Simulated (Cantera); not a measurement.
Predominance diagram of Cu at 1525 K against the partial pressures of O₂ and H₂O (log10, bar). Source: NASA polynomial tables (part measured, part estimated), evaluated in Cantera. Candidates: Cu(l), Cu₂O(l). Only these pure phases compete in this equilibrium. 

```
log p(H₂O) \ log p(O₂)
        columns: -15, -14.1, -13.2, -12.4, -11.5, -10.6, -9.7, -8.8, -7.9, -7.1, -6.2, -5.3, -4.4, -3.5, -2.6, -1.8, -0.9, 0
      0  A A A B B B B B B B B B B C C C C C
   -1.4  B B B B B B B B B B B B B C C C C C
   -2.9  B B B B B B B B B B B B B C C C C C
   -4.3  B B B B B B B B B B B B B C C C C C
   -5.8  B B B B B B B B B B B B B C C C C C
   -7.2  B B B B B B B B B B B B B C C C C C
   -8.7  B B B B B B B B B B B B B C C C C C
  -10.1  B B B B B B B B B B B B B C C C C C
  -11.6  B B B B B B B B B B B B B C C C C C
    -13  B B B B B B B B B B B B B C C C C C
```

A: out of reach (another gas would pass 10 bar, or a non-metal would condense); B: Cu(l); C: Cu₂O(l).
